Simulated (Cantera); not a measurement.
An adiabatic, constant-pressure homogeneous reactor starts with H2 : O2 : N2 = 1 : 0.278 : 1.04 (molar parts), at 1100 K and 1.00 bar. Integrator tolerance rtol = 1e-08.

Detailed kinetics in Cantera: GRI-Mech 3.0 (53 species, 325 reactions).

Question: What does this change do: initial temperature 1100 to 1400 K?

Answer: 
```
quantity                                                              before                                      after
---------------------------------  -----------------------------------------  -----------------------------------------
time of steepest temperature rise                                    99.1 µs                                    19.8 µs
temperature at 0.700 s                                                2644 K                                     2777 K
equilibrium temperature                                               2644 K                                     2777 K
x(H2) at 0.700 s                         0.209 (gas-phase equilibrium 0.209)        0.205 (gas-phase equilibrium 0.205)
x(O2) at 0.700 s                   0.000209 (gas-phase equilibrium 0.000209)  0.000602 (gas-phase equilibrium 0.000602)
x(N2O) at 0.700 s                    3.28e-8 (gas-phase equilibrium 3.28e-8)    6.74e-8 (gas-phase equilibrium 6.74e-8)
x(H2O) at 0.700 s                        0.261 (gas-phase equilibrium 0.261)        0.250 (gas-phase equilibrium 0.250)
x(OH) at 0.700 s                     0.00637 (gas-phase equilibrium 0.00637)      0.0116 (gas-phase equilibrium 0.0116)
x(NO) at 0.700 s                   0.000739 (gas-phase equilibrium 0.000739)    0.00152 (gas-phase equilibrium 0.00152)
x(NO2) at 0.700 s                    1.80e-8 (gas-phase equilibrium 1.80e-8)    5.57e-8 (gas-phase equilibrium 5.57e-8)
```

Question: What does this change do: constant volume in place of constant pressure?

Answer: 
```csv
quantity,before,after
time of steepest temperature rise,99.1 µs,96.3 µs
temperature at 0.700 s,2644 K,2869 K
equilibrium temperature,2644 K,2869 K
x(H2) at 0.700 s,0.209 (gas-phase equilibrium 0.209),0.206 (gas-phase equilibrium 0.206)
x(O2) at 0.700 s,0.000209 (gas-phase equilibrium 0.000209),0.000509 (gas-phase equilibrium 0.000509)
x(N2O) at 0.700 s,3.28e-8 (gas-phase equilibrium 3.28e-8),1.09e-7 (gas-phase equilibrium 1.09e-7)
x(H2O) at 0.700 s,0.261 (gas-phase equilibrium 0.261),0.251 (gas-phase equilibrium 0.251)
x(OH) at 0.700 s,0.00637 (gas-phase equilibrium 0.00637),0.0112 (gas-phase equilibrium 0.0112)
x(NO) at 0.700 s,0.000739 (gas-phase equilibrium 0.000739),0.00159 (gas-phase equilibrium 0.00159)
x(NO2) at 0.700 s,1.80e-8 (gas-phase equilibrium 1.80e-8),7.62e-8 (gas-phase equilibrium 7.62e-8)
```
